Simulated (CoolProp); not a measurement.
A single-stage vapour-compression cycle with the fluid: evaporating at 210.15 K (dew point), condensing at 252.15 K (bubble point), superheat 0 K, subcooling 2 K, compressor efficiency 0.65, no pressure losses. The same conditions are run with several fluids, on thermodynamics alone (safety and materials aside).

Values from CoolProp's reference Helmholtz-energy equation of state of each fluid (R404A: Lemmon 2003; carbonyl sulfide: Lemmon 2006; R143a: Lemmon and Jacobsen 2000; propylene: Lemmon 2013; R507A: Lemmon 2003; dimethyl ether: Wu 2011). Blends and air are pseudo-pure fits.

```csv
fluid,cooling COP,pressure ratio,discharge temperature (K),refrigerating effect (kJ/kg),volumetric capacity (kJ/m³)
R404A,2.69,7.41,291.2,160,368
carbonyl sulfide,2.77,6.14,356.6,270,506
R143a,2.77,6.76,293.6,184,409
propylene,2.81,6.21,307.2,367,428
R507A,2.75,7.03,288.5,157,393
dimethyl ether,2.84,8.87,321.4,419,150
```
